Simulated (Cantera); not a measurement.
A Cantera script and what it prints.

```python
import numpy as np
import cantera as ct

gas_names = [...]  # 109 gases of nasa_gas.yaml made of C, Cl, H, Si
cond_names = """
    C(gr) C6H6(L) C7H8(L) C8H18(L),n-octa Si(cr) Si(L) SiC(b)
""".split()


# ... load() reads the species with a 1 bar reference pressure and builds the phases ...
atoms = {
    'SiCl4': {'Si': 1, 'CL': 4},
    'CH4': {'C': 1, 'H': 4},
    'H2': {'H': 2},
}
top_T = {'C(gr)': 4500, 'SiC(b)': 3050}  # K; cautious upper limits of use, not melting points


# ... equilibrate(T, P, feed) seeds the gas with the atoms and calls Mixture.equilibrate('TP', solver="vcs", rtol=1e-11, max_steps=5000) ...
results = []
feed = {'SiCl4': 1, 'CH4': 0.017, 'H2': 20}  # mol
T = 2473  # K
P = 100000  # Pa
mix = equilibrate(T, P, feed)
results.append((T, P, feed, dict(zip(mix.species_names, mix.species_moles))))
x = sorted(zip(gas.X, gas.species_names), reverse=True)
print(f"T = {T:g} K  P = {P:g} Pa  gas = {mix.phase_moles(0):.4g} mol")
print("   x: " + "  ".join(f"{s} {v:.3e}" for v, s in x if v > 1e-05))
print("   condensed (mol): " + ("  ".join(f"{mix.phase(i).name} {mix.phase_moles(i):.4g}"
      for i in range(1, mix.n_phases) if mix.phase_moles(i) > 1e-12) or "none"))
```

Result:

```
T = 2473 K  P = 100000 Pa  gas = 22.42 mol
   x: H2 8.220e-01  HCL 1.203e-01  SiCL2 2.650e-02  H 2.022e-02  Si 3.870e-03  SiCL 2.403e-03  CL 2.095e-03  SiH 9.665e-04  SiH2 7.619e-04  Si2C 3.416e-04  SiCL3 2.133e-04  C2H2,acetylene 1.753e-04  Si2 9.923e-05  SiC2 2.052e-05  Si3 1.733e-05  CH4 1.576e-05
   condensed (mol): Si(L) 0.1999
```

These are equilibrium values from Cantera (NASA tables, ideal gas, pure condensed phases), not measurements of a reactor. The tables' values for SiCl, SiCl3 are old estimates; treat these amounts as uncertain. Gases not in the tables: Si2H6 and higher silanes.
